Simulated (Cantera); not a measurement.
Charge: 1 mol MgO, 8.2 mol F2, 4.3 mol O2, held at 0.0578 Torr.

Method: chemical equilibrium by Gibbs-energy minimisation in Cantera with the NASA 1993 tables (ideal gas, pure condensed phases). Candidate condensed phases: Mg, MgF2, MgO; 14 gas species. Equilibrium is a limit: real reactors are often held back by kinetics, nucleation or transport. All values below are at 1473 K.

Base state: F 0.713, O2 0.238, MgF2 0.0495, O 0.000155 (mole fractions); condensed: gas only.

What changes in the equilibrium state with this change: pressure from 0.0578 Torr to 100 Torr?


```
species         before     after
------------  --------  --------
F                0.713     0.734
O2               0.238     0.253
F2             6.73e-6    0.0124
MgF2            0.0495  0.000240
FO2            7.15e-9   1.36e-5
FO             8.66e-7   3.83e-5
O             0.000155   3.84e-6
MgF2(s), mol         0     0.995
```

What changes in the equilibrium state with this change: MgO replaced by SiO2?


| species | before | after |
|---|---|---|
| F | 0.713 | 0.663 |
| O2 | 0.238 | 0.283 |
| SiF4 | 0 | 0.0535 |
| MgF2 | 0.0495 | 0 |
| O | 0.000155 | 0.000169 |
Further candidate phases: Si, SiO2.
